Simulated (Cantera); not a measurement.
Cantera run, input and output.

```python
import numpy as np
import cantera as ct

gas = ct.Solution("gri30.yaml")
gas.TPX = 1100, 2666, {'H2': 0.44, 'O2': 1}
reactor = ct.IdealGasConstPressureReactor(gas, energy="off", clone=False)
net = ct.ReactorNet([reactor])
net.rtol, net.atol = 1e-08, 1e-18
show = ['H2', 'O2', 'H', 'H2O', 'HO2', 'OH']
times = np.geomspace(2e-05, 2, 14)

steps = ct.SolutionArray(gas, extra=["t"])
rows = []
print(f"{'t/s':>10s}{'T/K':>9s}{'P/Pa':>11s}" + "".join(f"{s:>11s}" for s in show))
for t in times:
    while net.time < t:
        t_next = net.step()
        steps.append(gas.state, t=t_next)
    rows.append([np.interp(t, steps.t, y) for y in (steps.T, steps.P, *steps(*show).X.T)])
    print(f"{t:10.3e}{rows[-1][0]:9.1f}{rows[-1][1]:11.4g}" + "".join(f"{x:11.3e}" for x in rows[-1][2:]))
rate = np.gradient(steps.T, steps.t)
print("integrator steps:", len(steps.t))
if steps.T.max() > steps.T[0] + 200:
    print(f"time of steepest temperature rise: {steps.t[rate.argmax()]:.4e} s")
gas.TPX = 1100, 2666, {'H2': 0.44, 'O2': 1}
gas.equilibrate("TP")
print(f"equilibrium (TP): T = {gas.T:.1f} K  " + "  ".join(f"{s} {gas[s].X[0]:.3e}" for s in show))
```

Output:

```
       t/s      T/K       P/Pa         H2         O2          H        H2O        HO2         OH
 2.000e-05   1100.0       2666  3.056e-01  6.944e-01  9.524e-10  1.224e-10  9.899e-10  1.025e-10
 4.849e-05   1100.0       2666  3.056e-01  6.944e-01  2.816e-09  1.231e-09  2.409e-09  4.270e-10
 1.176e-04   1100.0       2666  3.056e-01  6.944e-01  1.555e-08  1.556e-08  5.957e-09  2.752e-09
 2.850e-04   1100.0       2666  3.056e-01  6.944e-01  5.210e-07  7.129e-07  2.069e-08  9.516e-08
 6.910e-04   1100.0       2666  3.013e-01  6.924e-01  2.126e-03  2.984e-03  8.574e-06  3.877e-04
 1.675e-03   1100.0       2666  1.711e-02  5.819e-01  8.116e-02  2.643e-01  2.798e-05  8.746e-03
 4.062e-03   1100.0       2666  4.981e-03  6.266e-01  9.651e-03  3.426e-01  3.067e-05  4.516e-03
 9.848e-03   1100.0       2666  5.954e-04  6.378e-01  3.143e-04  3.587e-01  1.581e-05  1.369e-03
 2.388e-02   1100.0       2666  7.376e-05  6.390e-01  1.391e-05  3.602e-01  4.187e-06  4.829e-04
 5.789e-02   1100.0       2666  1.227e-05  6.392e-01  1.144e-06  3.605e-01  1.011e-06  2.118e-04
 1.403e-01   1100.0       2666  2.763e-06  6.393e-01  1.483e-07  3.606e-01  2.857e-07  1.076e-04
 3.403e-01   1100.0       2666  7.847e-07  6.393e-01  2.551e-08  3.606e-01  9.360e-08  5.986e-05
 8.249e-01   1100.0       2666  2.576e-07  6.393e-01  5.182e-09  3.606e-01  3.409e-08  3.518e-05
 2.000e+00   1100.0       2666  9.232e-08  6.393e-01  1.164e-09  3.606e-01  1.391e-08  2.138e-05
integrator steps: 1598
equilibrium (TP): T = 1100.0 K  H2 3.664e-09  O2 6.393e-01  H 9.649e-12  H2O 3.607e-01  HO2 7.052e-09  OH 4.235e-06
```

Detailed kinetics in Cantera: GRI-Mech 3.0 (53 species, 325 reactions). Radical loss at walls, strong at low pressure, is not modelled. The temperature is held fixed by assumption; the heat of reaction is taken as removed at once.
